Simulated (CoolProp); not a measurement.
Vapour-liquid equilibrium of CH2F2 (R32) (1) + R236FA (2) at 248 K; x and y are mole fractions of (1).

Values from CoolProp's multi-fluid Helmholtz-energy mixture model, Tillner-Roth 1997 and Pan 2012; pair parameters Bell 2016.

| x | bubble pressure (MPa) | y at the bubble point | dew pressure at overall composition x (MPa) | liquid density (mol/L) |
|---|---|---|---|---|
| 0.05 | 0.04849 | 0.333 | 0.03532 | (withheld) |
| 0.2 | 0.09480 | 0.705 | 0.04125 | (withheld) |
| 0.35 | 0.1412 | 0.834 | 0.04959 | 12.50 |
| 0.5 | 0.1859 | 0.899 | 0.06212 | 13.93 |
| 0.65 | 0.2291 | (withheld) | 0.08309 | 15.68 |
| 0.8 | 0.2722 | 0.969 | 0.1252 | 17.88 |
| 0.95 | 0.3170 | 0.993 | (withheld) | 20.71 |

Problem. Complete the blanks.

Solution. 
- 0.05, liquid density (mol/L): 10.29
- 0.2, liquid density (mol/L): 11.30
- 0.65, y at the bubble point: 0.939
- 0.95, dew pressure at overall composition x (MPa): 0.2436

No azeotrope shows between x = 0.05 and 0.95.

Pair parameters are fitted to limited data, so mixtures are less certain than the pure fluids.
